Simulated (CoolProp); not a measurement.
A Linde-Hampson liquefier for dry air: isothermal reversible compression at 300 K from 1 atm to 40 MPa, throttling to 1 atm, return gas leaving the recuperator 10 K below the feed. Each further row changes one setting.

The numbers come from the reference Helmholtz-energy equation of state, Lemmon 2000 in CoolProp. It is a pseudo-pure fit of the blend.

| case | liquid yield per pass | compression work (kJ/kg of gas) |
|---|---|---|
| as stated | [?] | 520 |
| high pressure 80 MPa | [?] | 604 |
| warm-end temperature 330 K | [?] | [?] |
| warm-end gap 15 K | 0.073 | 520 |

Question: What belongs in the gaps?

Answer: 
- as stated, liquid yield per pass: 0.084
- high pressure 80 MPa, liquid yield per pass: 0.053
- warm-end temperature 330 K, liquid yield per pass: 0.057
- warm-end temperature 330 K, compression work (kJ/kg of gas): 576
